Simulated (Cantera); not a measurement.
An isothermal, constant-pressure homogeneous reactor starts with 1.25 % CH4, 96.4 % H2, 2.31 % H, at 1650 K and 0.0859 atm.

Computed with Cantera and GRI-Mech 3.0 (53 species, 325 reactions). GRI-Mech 3.0 stops at C3 and has no aromatics, soot or wall deposition, so with more carbon than oxygen in the feed, carbon stays in small species such as C2H2 where larger ones or solid carbon would form.

x: mole fraction; the columns are a selection and need not sum to one.

```tsv
t (s)	x CH4	x H2	x H	x C2H2	x CH2	x C2H6
4.00e-6	0.0106	0.966	0.0211	1.19e-7	6.27e-6	1.48e-6
1.50e-5	0.00921	0.968	0.0192	8.91e-6	2.10e-5	1.29e-5
5.60e-5	0.00905	0.971	0.0168	0.000113	2.21e-5	1.76e-5
0.000209	0.00921	0.976	0.0117	0.000479	1.38e-5	1.32e-5
0.000783	0.00953	0.983	0.00553	0.000933	4.32e-6	7.03e-6
0.00293	0.00973	0.987	0.00191	0.00122	6.43e-7	2.63e-6
0.0110	0.00973	0.988	0.000617	0.00137	7.25e-8	7.59e-7
0.0410	0.00963	0.989	0.000313	0.00146	(withheld)	(withheld)
0.153	0.00932	0.989	0.000298	0.00162	1.66e-8	2.64e-7
0.573	(withheld)	0.989	0.000299	(withheld)	(withheld)	(withheld)
2.14	0.00587	0.990	0.000302	0.00332	1.08e-8	1.09e-7
8.02	0.00289	0.992	0.000306	0.00480	5.46e-9	2.97e-8
30.0	0.00141	0.993	0.000309	0.00553	2.72e-9	1.04e-8
```

### Question
Complete the blanks.

### Answer

- 0.0410, x CH2: 1.88e-8
- 0.0410, x C2H6: 3.02e-7
- 0.573, x CH4: 0.00829
- 0.573, x C2H2: 0.00213
- 0.573, x CH2: 1.49e-8
- 0.573, x C2H6: 2.11e-7
